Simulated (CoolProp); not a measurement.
The numbers come from the reference Helmholtz-energy equation of state, Lemmon 2006 in CoolProp. It is a short technical equation, of lower accuracy than the large ones.

Q: For CH3F (R41), give the phase and the cp (kJ/(kg K)), expansivity (1/kK) at 306.7 K and 6280 kPa; 370.5 K and 8230 kPa.

A: 
- 306.7 K and 6280 kPa: liquid; cp 3.62, expansivity 11.4
- 370.5 K and 8230 kPa: supercritical; cp 2.57, expansivity 9.91
